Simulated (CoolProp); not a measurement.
R114 along the isobar 1290 kPa: density (kg/m³) from the reference equation and from simpler models built on Tc = 420.6 K, pc = 3352 kPa, ω = 0.252; each cubic takes its own stable root.

Values from CoolProp's reference Helmholtz-energy equation of state, Platzer 1990. This equation is an older, rougher fit.

| T (K) | phase | reference | Redlich-Kwong | Soave-Redlich-Kwong |
|---|---|---|---|---|
| 410.4 | gas | 77.03 | 76.67 | 76.86 |
| 421.6 | gas | 73.53 | 73.43 | 73.41 |
| 432.8 | gas | (withheld) | (withheld) | 70.35 |
| 444 | gas | (withheld) | 67.91 | 67.62 |
| 455.2 | gas | 65.25 | 65.52 | 65.14 |
| 466.4 | gas | 63.00 | 63.34 | 62.89 |
| 477.6 | gas | 60.95 | 61.32 | 60.83 |
| 488.8 | gas | 59.05 | 59.46 | 58.93 |
| 500 | gas | 57.29 | (withheld) | 57.17 |

**Question.** Fill in the missing entries.

**Answer.** 
- 432.8, reference: 70.46
- 432.8, Redlich-Kwong: 70.53
- 444, reference: 67.72
- 500, Redlich-Kwong: 57.73
